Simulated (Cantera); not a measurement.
An isothermal plug-flow reactor at 898 K and 2.30 bar (inlet), inlet velocity 0.37 m/s, active area per volume 1600 1/m; feed 2.41 % CO, 1.20 % O2, 95.1 % N2, 1.32 % H2O.

Computed with Cantera and Deutschmann's 1995 Pt surface mechanism with GRI-Mech 3.0 gas chemistry. Catalytic surfaces can have several steady states; this one follows from the mechanism file's or the stated starting coverage. Mass transfer to the wall is taken as infinitely fast.

x: gas mole fraction; θ: surface coverage.

| z (m) | x CO | x O2 | x H2O | x CO2 | θ free Pt | θ O* | θ OH* | θ CO* |
|---|---|---|---|---|---|---|---|---|
| 0.00018 | 0.0173 | (withheld) | 0.0133 | 0.00683 | 0.236 | 0.00164 | 0.000230 | 0.762 |
| 0.00032 | 0.0123 | (withheld) | 0.0133 | 0.0119 | 0.274 | 0.00164 | 0.000248 | 0.724 |
| 0.00057 | 0.00417 | (withheld) | 0.0134 | 0.0201 | 0.420 | 0.00164 | 0.000307 | 0.578 |
| 0.001 | 4.12e-9 | (withheld) | 0.0134 | 0.0244 | 0.993 | 0.00604 | 0.000909 | 3.00e-6 |
| 0.0018 | <1e-12 | 1.29e-9 | 0.0134 | 0.0244 | 0.952 | 0.0453 | 0.00244 | <1e-12 |
| 0.0032 | <1e-12 | 1.29e-9 | 0.0134 | 0.0244 | 0.952 | 0.0454 | 0.00244 | <1e-12 |
| 0.0057 | <1e-12 | 1.30e-9 | 0.0134 | 0.0244 | 0.952 | 0.0454 | 0.00244 | <1e-12 |
| 0.01 | <1e-12 | 1.30e-9 | 0.0134 | 0.0244 | 0.952 | 0.0455 | 0.00244 | <1e-12 |
| 0.018 | <1e-12 | 1.31e-9 | 0.0134 | 0.0244 | 0.952 | 0.0456 | 0.00244 | <1e-12 |

**Question.** Complete the blanks.

**Answer.** 
- 0.00018, x O2: 0.00866
- 0.00032, x O2: 0.00614
- 0.00057, x O2: 0.00208
- 0.001, x O2: 2.40e-8
